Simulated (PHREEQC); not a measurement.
# Acid rinse or clean: speciation

Dissolve 0.17 mol/kgw H2SO4, 0.00023 mol/kgw CaCl2 and 0.0415 mol/kgw CuCl2 at 20 °C. Closed to the air; pH follows from the charge balance.

Equilibrium calculation in PHREEQC: ion-association model, phreeqc.dat.

This is a speciation only: nothing precipitates in the calculation.

Problem. What pH, ionic strength does the model give?

Solution. pH 0.79; ionic strength 0.327 mol/kgw.

Problem. In which forms is Ca present?

Solution. Ca+2 57 %, CaHSO4+ 26 %, CaSO4 18 % of the Ca.
